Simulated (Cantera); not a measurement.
## Stirred combustor or abatement burner

A perfectly stirred reactor is fed with C3H8 : O2 : N2 : H2O = 1 : 11.6 : 43.7 : 1.5 (molar parts), at 43000 Pa; it is adiabatic with a 750 K inlet, and is followed from long to short residence time, starting on the burning branch (τ in s: 0.29, 0.12, 0.051, 0.021, 0.0087, 0.0036, 0.0015, 0.00063, 0.00026, 0.00011, 4.5e-05).

Model: GRI-Mech 3.0 (53 species, 325 reactions), integrated in Cantera. GRI-Mech 3.0 was tuned for natural gas; its chemistry of propane as a main component is partial and can be far from experiment.

```tsv
τ (s)	T (K)	x C3H8	x O2	x H2O	x C2H6	x CH2O	x HO2
0.29	1706	6.09e-7	0.112	0.0928	3.21e-10	4.11e-7	1.11e-6
0.12	1701	1.11e-6	0.112	0.0925	4.95e-10	7.81e-7	1.79e-6
0.051	1693	1.94e-6	0.112	0.0921	8.00e-10	1.46e-6	2.89e-6
0.021	1681	3.40e-6	0.112	0.0916	1.49e-9	2.79e-6	4.72e-6
0.0087	1663	5.97e-6	0.112	0.0908	3.24e-9	5.39e-6	7.51e-6
0.0036	1634	1.09e-5	0.113	0.0897	8.23e-9	1.06e-5	1.17e-5
0.0015	1594	2.16e-5	0.114	0.0884	2.41e-8	2.19e-5	1.84e-5
0.00063	1534	5.15e-5	0.117	0.0870	8.60e-8	5.02e-5	3.16e-5
0.00026	1418	0.000249	0.127	0.0837	9.59e-7	0.000179	9.16e-5
0.00011	750	0.0173	0.201	0.0260	<1e-12	<1e-12	<1e-12
4.5e-5	750	0.0173	0.201	0.0260	<1e-12	<1e-12	<1e-12
```
x: mole fraction; the columns are a selection and need not sum to one.
